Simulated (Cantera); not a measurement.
An isothermal, constant-pressure homogeneous reactor starts with CH₄ : N₂ = 1 : 66 (molar parts), at 1475 K and 0.000553 atm. Integrator tolerance rtol = 1e-08.

Computed with Cantera and GRI-Mech 3.0 (53 species, 325 reactions). GRI-Mech 3.0 stops at C3 and has no aromatics, soot or wall deposition, so with more carbon than oxygen in the feed, carbon stays in small species such as C2H2 where larger ones or solid carbon would form. Radical loss at walls, strong at low pressure, is not modelled.

### Question
What does this change do: pressure from 0.000553 atm to 0.00790 atm?

### Answer
```csv
quantity,before,after
x(CH₄) at 3.00 s,0.0149 (gas-phase equilibrium 5.65e-8),0.0141 (gas-phase equilibrium 8.09e-7)
x(C₂H) at 3.00 s,<1e-12 (gas-phase equilibrium 4.60e-9),1.49e-10 (gas-phase equilibrium 1.22e-9)
x(C₂H₂) at 3.00 s,5.73e-9 (gas-phase equilibrium 0.000769),0.000127 (gas-phase equilibrium 0.000769)
x(H) at 3.00 s,1.37e-8 (gas-phase equilibrium 8.19e-5),6.75e-7 (gas-phase equilibrium 2.17e-5)
x(CH₂) at 3.00 s,2.76e-10 (gas-phase equilibrium 1.27e-11),2.70e-8 (gas-phase equilibrium 1.27e-11)
```
